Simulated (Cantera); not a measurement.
Charge: 1 mol SiH2Cl2, 0.12 mol NO, 4.2 mol H2, at 1875 K.

Cantera equilibrium calculation (NASA polynomials, part measured and part estimated; ideal gas, pure solids and liquids). Candidate condensed phases: H2O, NH4Cl, Si, SiO2, Si2N2O, Si3N4; 47 gas species. Mutual solubility and eutectic melting of coexisting phases are not modelled. Gases not in the tables: Si2H6 and higher silanes. Rates play no part.

Problem. Which condensed phases are stable at each of these points (P (Pa)): 5, 21, 85, 350, 1400, 5900, 24000, 100000?

Solution. 
```csv
P (Pa),condensed phases,Si condensed (%)
5,gas only,0.0
21,Si(l),3.1
85,Si(l),27.1
350,Si(l),33.0
1400,Si(l),34.6
5900,Si(l),35.0
24000,Si(l),35.2
100000,Si(l) + Si2N2O(s),39.9
```

At 5.00 Pa nothing is condensed. From 21.0 Pa to 24000 Pa the condensed part is Si(l). At 100000 Pa the condensed part is Si(l) + Si2N2O(s).
